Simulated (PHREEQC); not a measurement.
Solution (25 °C and 100 atm): 0.16 mol CuSO4, 0.011 mol ZnCl2 and 0.00026 mol HCl per kg of water. Closed to the air; pH follows from the charge balance.

Model: ion-association model, phreeqc.dat, run in PHREEQC.

This is a speciation only: nothing precipitates in the calculation.

Q: Order these Cl species by the share of Cl that they hold, largest first: Cl-, CuCl+, ZnCl+.

A: Cl- (94 %), CuCl+ (5.8 %), ZnCl+ (0.29 %)

Q: Order these Zn species by the share of Zn that they hold, largest first: Zn+2, ZnSO4, Zn(SO4)2-2, ZnCl+.

A: Zn+2 (41 %), ZnSO4 (35 %), Zn(SO4)2-2 (24 %), ZnCl+ (0.58 %)

The pH is 4.08 and the ionic strength 0.347 mol/kgw. Under pressure, the constants of complexes without a molar volume in the database are unreliable.
